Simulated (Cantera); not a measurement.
Low-pressure radical oxidation in H2/O2

An isothermal, constant-pressure homogeneous reactor starts with H₂ : O₂ : N₂ = 0.4 : 1 : 0.69 (molar parts), equivalence ratio 0.20, at 1298 K and 0.0267 bar.

Computed with Cantera and GRI-Mech 3.0 (53 species, 325 reactions). Radical loss at walls, strong at low pressure, is not modelled. The temperature is held fixed by assumption; the heat of reaction is taken as removed at once.

```json
[
 {"t (s)": "3.00e-6", "x H₂": "0.191", "x O₂": "0.478", "x N₂O": "<1e-12", "x OH": "1.29e-10", "x O": "1.35e-10", "x NO": "<1e-12", "x H": "2.68e-9"},
 {"t (s)": "1.69e-5", "x H₂": "0.191", "x O₂": "0.478", "x N₂O": "<1e-12", "x OH": "2.75e-9", "x O": "3.41e-9", "x NO": "<1e-12", "x H": "1.46e-8"},
 {"t (s)": "9.49e-5", "x H₂": "0.191", "x O₂": "0.478", "x N₂O": "<1e-12", "x OH": "9.22e-8", "x O": "1.35e-7", "x NO": "<1e-12", "x H": "2.88e-7"},
 {"t (s)": "0.000533", "x H₂": "0.0856", "x O₂": "0.422", "x N₂O": "2.90e-10", "x OH": "0.0124", "x O": "0.0261", "x NO": "1.31e-8", "x H": "0.0485"},
 {"t (s)": "0.00300", "x H₂": "0.00949", "x O₂": "0.388", "x N₂O": "4.45e-9", "x OH": "0.0100", "x O": "0.0443", "x NO": "2.65e-6", "x H": "0.0431"},
 {"t (s)": "0.0169", "x H₂": "0.00165", "x O₂": "0.417", "x N₂O": "1.02e-8", "x OH": "0.00427", "x O": "0.00656", "x NO": "4.75e-6", "x H": "0.00253"},
 {"t (s)": "0.0949", "x H₂": "4.86e-5", "x O₂": "0.423", "x N₂O": "1.92e-8", "x OH": "0.000739", "x O": "0.000192", "x NO": "4.81e-6", "x H": "1.26e-5"},
 {"t (s)": "0.533", "x H₂": "3.14e-6", "x O₂": "0.423", "x N₂O": "2.17e-8", "x OH": "0.000190", "x O": "1.27e-5", "x NO": "4.81e-6", "x H": "2.14e-7"},
 {"t (s)": "3.00", "x H₂": "4.04e-7", "x O₂": "0.423", "x N₂O": "1.87e-8", "x OH": "6.85e-5", "x O": "1.65e-6", "x NO": "4.81e-6", "x H": "1.00e-8"}
]
```
x: mole fraction; the columns are a selection and need not sum to one.

Equilibrium at this temperature and pressure: H₂ 1.68e-7, O₂ 0.423, N₂O 2.80e-9, OH 4.41e-5, O 6.84e-7, NO 0.000379, H 2.71e-9 (gas phase only).
